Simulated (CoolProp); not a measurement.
Vapour-liquid equilibrium of R143a (1) + R152A (2) at -43.25 °C; x and y are mole fractions of (1).

Computed with CoolProp (multi-fluid Helmholtz-energy mixture model, Lemmon and Jacobsen 2000 and Outcalt 1996; pair parameters Bell 2016).

Give the bubble pressure and the first vapour's composition at x = 0.35, 0.425, 0.8. Is there an azeotrope?

x = 0.35: 0.07416 MPa, y = 0.630; x = 0.425: 0.08018 MPa, y = 0.691; x = 0.8: 0.1077 MPa, y = 0.908. No azeotrope shows between x = 0.05 and 0.95.

Pair parameters are fitted to limited data, so mixtures are less certain than the pure fluids.
